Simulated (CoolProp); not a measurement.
The numbers come from the reference Helmholtz-energy equation of state, Lemmon 2004 in CoolProp. It is a short technical equation, of lower accuracy than the large ones.

Question: For n-dodecane, give the phase and the Z, expansivity (1/kK) at 157.15 °C and 81.9 bar; 283.65 °C and 81.9 bar.

Answer: 
- 157.15 °C and 81.9 bar: liquid; Z 0.593, expansivity 1.11
- 283.65 °C and 81.9 bar: liquid; Z 0.539, expansivity 1.55
